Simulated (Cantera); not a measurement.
Charge: 1 mol Si, 5.6 mol NH₃, 1.2 mol H₂, held at 0.120 bar.

Method: chemical equilibrium by Gibbs-energy minimisation in Cantera with the NASA 1993 tables (ideal gas, pure condensed phases). Candidate condensed phases: Si, Si₃N₄; 18 gas species. Gases not in the tables: Si₂H₆ and higher silanes. Rates play no part.

**Question.** Which condensed phases are stable at each of these points (T (K)): 1698, 1748, 1798, 1848, 1898, 1948, 1998?

**Answer.** 
| T (K) | condensed phases | Si condensed (%) |
|---|---|---|
| 1698 | Si₃N₄(s) | 100.0 |
| 1748 | Si₃N₄(s) | 100.0 |
| 1798 | Si₃N₄(s) | 100.0 |
| 1848 | Si₃N₄(s) | 99.9 |
| 1898 | Si(l) | 99.8 |
| 1948 | Si(l) | 99.6 |
| 1998 | Si(l) | 99.3 |

From 1698 K to 1848 K the condensed part is Si₃N₄(s). From 1898 K to 1998 K the condensed part is Si(l).
